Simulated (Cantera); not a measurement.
**B2H6 + O2 (boron, boron nitride and boron oxide)**

Input: 1 mol B2H6, 3.7 mol O2, equilibrated at 14.0 mbar.

Method: chemical equilibrium by Gibbs-energy minimisation in Cantera with the NASA 1993 tables (ideal gas, pure condensed phases). Candidate condensed phases: B, B2O3, B3O3H3, H2O; 23 gas species. The feed counts by its element totals alone. Gases not in the tables: H3BO3. The numbers say what is thermodynamically allowed, not how fast it happens.

```csv
T (°C),x H2O,x HBO2,x O2,x B2O3,x OH,x BO2,n B2O3(l)
575,0.805,4.50e-6,0.190,<1e-12,2.79e-8,<1e-12,0.968
675,0.807,6.29e-5,0.189,1.72e-11,3.17e-7,3.35e-11,0.982
775,0.808,0.000519,0.189,2.14e-9,2.27e-6,1.92e-9,0.989
875,0.807,0.00290,0.189,1.11e-7,1.15e-5,5.34e-8,0.988
975,0.799,0.0121,0.188,2.96e-6,4.48e-5,8.61e-7,0.973
1075,0.774,0.0399,0.185,4.77e-5,0.000141,9.08e-6,0.921
1175,0.713,0.107,0.179,0.000514,0.000365,6.81e-5,0.786
1275,0.591,0.238,0.166,0.00401,0.000781,0.000386,0.479
1375,0.443,0.387,0.148,0.0181,0.00142,0.00151,0
1475,0.446,0.379,0.147,0.0214,0.00280,0.00290,0
1575,0.448,0.370,0.146,0.0246,0.00514,0.00515,0
1675,0.448,0.359,0.144,0.0276,0.00883,0.00855,0
1775,0.446,0.347,0.141,0.0303,0.0143,0.0134,0
1875,0.439,0.331,0.137,0.0325,0.0220,0.0200,0
```
x: gas mole fraction; n: condensed amount in mol.

From 575 °C to 1275 °C the condensed part is B2O3(l). From 1375 °C to 1875 °C nothing is condensed.
